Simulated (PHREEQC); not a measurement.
Make-up at 40 °C: 0.0057 mol/kgw HF, 0.051 mol/kgw KF and 5.2e-05 mol/kgw HCl. Closed to the air; pH follows from the charge balance.

All values are PHREEQC results (ion-association model, wateq4f.dat), not measurements.

Precipitation was switched off in this run.

**Question.** Order these F species by the share of F that they hold, largest first: H2F2, HF, F-, HF2-.

**Answer.** F- (88 %), HF (8.2 %), HF2- (3.5 %), H2F2 (0.11 %)

The pH is 4.23 and the ionic strength 0.0511 mol/kgw. At this temperature some constants are extrapolated from 25 °C, and those without enthalpy data are left unchanged.
